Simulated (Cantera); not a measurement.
Feed: 1 mol CHF3, 0.021 mol F2, 9.1 mol H2, at 2125 K and 940 Pa.

Method: chemical equilibrium by Gibbs-energy minimisation in Cantera with the NASA 1993 tables (ideal gas, pure condensed phases). Candidate condensed phases: C, C6H6, C7H8, C8H18; 95 gas species. The numbers say what is thermodynamically allowed, not how fast it happens.

### Question
What is the equilibrium state?

### Answer
| Quantity | Result |
|---|---|
| x(H2) | 0.698 |
| x(HF) | 0.269 |
| x(H) | 0.0313 |
| x(C2H2 (acetylene)) | 0.00117 |
| x(F) | 8.00e-6 |
| x(C2H) | 1.46e-6 |
| x(CH4) | 1.43e-6 |
| x(CH3) | 1.24e-6 |
| n(C(graphite)) | 0.973 mol |
| gas amount | 11.30 mol |
